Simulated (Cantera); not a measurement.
A Cantera script and what it prints.

```python
import numpy as np
import cantera as ct

gas_names = """
    H HO2 H2 H2O H2O2 H2S H2SO4 O OH O2 O3 S SH SO SO2 SO3 S2 S2O S8
""".split()
cond_names = """
    H2O(s) H2O(L) H2SO4(L) S(cr1) S(cr2) S(L)
""".split()


def load(file, names, dense=False):
    # The tables refer to 1 bar. Condensed volumes are neglected.
    table = {s.name: s for s in ct.Species.list_from_file(file)}
    out = []
    for n in names:
        d = dict(table[n].input_data)
        d["thermo"] = dict(d["thermo"], **{"reference-pressure": 1e5})
        if dense:
            d["equation-of-state"] = {"model": "constant-volume", "density": "1e6 g/cm^3"}
        out.append(ct.Species.from_dict(d))
    return out


gas = ct.Solution(thermo="ideal-gas", species=load("nasa_gas.yaml", gas_names))
cond = {s.name: ct.Solution(thermo="fixed-stoichiometry", species=[s], name=s.name)
        for s in load("nasa_condensed.yaml", cond_names, dense=True)}
atoms = {
    'S': {'S': 1},
    'H2O': {'H': 2, 'O': 1},
    'O2': {'O': 2},
    'SO2': {'S': 1, 'O': 2},
}
top_T = {}  # K; cautious upper limits of use, not melting points


def equilibrate(T, P, feed):
    n = {}
    for name, mol in feed.items():
        for a, k in atoms[name].items():
            n[a] = n.get(a, 0.0) + k * mol
    gas.TPX = T, P, n
    mass = sum(n.values()) * gas.mean_molecular_weight
    gas.equilibrate("TP")
    valid = [c for c in cond.values() if c.min_temp <= T <= top_T.get(c.name, c.max_temp)]
    mix = ct.Mixture([(gas, mass / gas.mean_molecular_weight)] + [(c, 0.0) for c in valid])
    mix.T, mix.P = T, P
    mix.equilibrate("TP", solver="vcs", rtol=1e-11, max_steps=5000)
    return mix


results = []
feed = {'S': 1, 'H2O': 2.4, 'O2': 5.5, 'SO2': 0.21}  # mol
T = 2050  # K
P = 290  # Pa
mix = equilibrate(T, P, feed)
results.append((T, P, feed, dict(zip(mix.species_names, mix.species_moles))))
x = sorted(zip(gas.X, gas.species_names), reverse=True)
print(f"T = {T:g} K  P = {P:g} Pa  gas = {mix.phase_moles(0):.4g} mol")
print("   x: " + "  ".join(f"{s} {v:.3e}" for v, s in x if v > 1e-06))
print("   condensed (mol): " + ("  ".join(f"{mix.phase(i).name} {mix.phase_moles(i):.4g}"
      for i in range(1, mix.n_phases) if mix.phase_moles(i) > 1e-12) or "none"))
```

Output:

```
T = 2050 K  P = 290 Pa  gas = 8.242 mol
   x: O2 5.359e-01  H2O 2.754e-01  SO2 1.459e-01  OH 2.349e-02  O 1.323e-02  H2 2.914e-03  H 2.274e-03  SO 8.553e-04  SO3 2.818e-05  HO2 2.692e-06  S 1.621e-06
   condensed (mol): none
```

Method: chemical equilibrium by Gibbs-energy minimisation in Cantera with the NASA 1993 tables (ideal gas, pure condensed phases).
